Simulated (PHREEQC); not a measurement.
Solution (25 °C): 0.039 mol KH2PO4, 0.00022 mol HF and 1.3e-06 mol H4SiO4 per kg of water. Closed to the air; pH follows from the charge balance.

Model: ion-association model, phreeqc.dat, run in PHREEQC.

- pH = 4.30
- ionic strength = 0.0391 mol/kgw
- specific conductance = 3650 µS/cm
- total alkalinity = -0.220 meq/kg

```
species  molality  activity   log γ
-------  --------  --------  ------
K+         0.0390    0.0323  -0.082
H2PO4-     0.0387    0.0326  -0.075
H3PO4    0.000235  0.000237   0.004
F-       0.000207  0.000172  -0.082
HPO4-2    8.23e-5   4.08e-5  -0.305
H+        5.73e-5   4.95e-5  -0.064
HF        1.26e-5   1.27e-5   0.004
KHPO4-    3.05e-6   2.57e-6  -0.075
H4SiO4    1.30e-6   1.31e-6   0.004
HF2-      1.01e-8   8.39e-9  -0.078
```

No solid was allowed to form. Species that the database lacks are ignored. SiF6-2 is the database's only silicon fluoride.
